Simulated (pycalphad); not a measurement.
Computed with pycalphad from the COST 507 light-alloy database (1999), at 1 atm. The database dates from 1999; later assessments differ in places, in temperatures and in the compounds included. Phase fractions are per mole of atoms.

Question: Give the equilibrium state of Al-2.698Si-1.55Mg (wt.%) at 530 K.

Answer: fcc, fraction 0.957, with 0.03 Si, 0.02 Mg wt.%; MG2SI, fraction 0.026, with 36.6 Si, 63.4 Mg wt.%; diamond (Si), fraction 0.017, with >99.99 Si, no Mg wt.%.

Question: Give the equilibrium state of Al-2.698Si-1.55Mg (wt.%) at 850 K.

Answer: fcc, fraction 0.821, with 0.97 Si, 0.81 Mg wt.%; liquid, fraction 0.179, with 10.6 Si, 5.0 Mg wt.%.

Database names, with the compositions (at.%) that they take in these runs: MG2SI: Mg 67 Si 33. An entry "none" or "no" means that the model of the phase leaves that element out.
